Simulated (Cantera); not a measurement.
Mixture: CH4 : O2 : N2 = 1 : 2.82 : 10.6 (molar parts), equivalence ratio 0.71, at 4.93 atm, adiabatic and at constant volume. Ignition delay is the time to a rise of 400 K.

Cantera simulation using GRI-Mech 3.0 (53 species, 325 reactions); the numbers are that mechanism's predictions, not measurements.

Q: What does this change do: pressure from 4.93 atm to 13.8 atm?

A: 
```
quantity                                                before       after
--------------------------------------------------  ----------  ----------
delay at 1273 K                                        3.24 ms     1.14 ms
delay at 1423 K                                       0.598 ms    0.237 ms
delay at 1573 K                                       0.141 ms     60.3 µs
delay at 1723 K                                        42.6 µs     18.5 µs
delay at 1873 K                                        16.1 µs     6.83 µs
apparent activation energy between 1798 and 1948 K  170 kJ/mol  180 kJ/mol
```
The pressure lies above the range GRI-Mech 3.0 was tuned for (to about 10 atm).
